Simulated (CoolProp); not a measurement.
CH2F2 (R32) along the isobar 665 kPa: Z from the reference equation and from simpler models built on Tc = 78.1 °C, pc = 5783 kPa, ω = 0.277; each cubic takes its own stable root.

Values from CoolProp's reference Helmholtz-energy equation of state, Tillner-Roth 1997.

```
T (°C)   phase  reference  van der Waals  Redlich-Kwong  Soave-Redlich-Kwong  Peng-Robinson
------  ------  ---------  -------------  -------------  -------------------  -------------
-51.25  liquid    0.01546         0.8896        0.02057              0.01984        0.01756
-31.85  liquid    0.01490         0.9106        0.01994              0.01911        0.01689
-12.45  liquid    0.01455         0.9263         0.9019              0.01873        0.01652
6.85       gas     0.8887         0.9382         0.9209               0.9134         0.9081
26.25      gas     0.9157         0.9477         0.9353               0.9306         0.9256
45.65      gas     0.9341         0.9552         0.9463               0.9438         0.9390
64.95      gas     0.9473         0.9613         0.9549               0.9541         0.9495
84.35      gas     0.9572         0.9664         0.9619               0.9622         0.9579
103.75     gas     0.9648         0.9706         0.9675               0.9688         0.9648
123.15     gas     0.9708         0.9741         0.9721               0.9741         0.9703
142.45     gas     0.9756         0.9771         0.9759               0.9785         0.9749
161.85     gas     0.9795         0.9797         0.9791               0.9821         0.9787
```

At some of these states van der Waals, Redlich-Kwong gives the other phase, because its saturation line lies elsewhere.
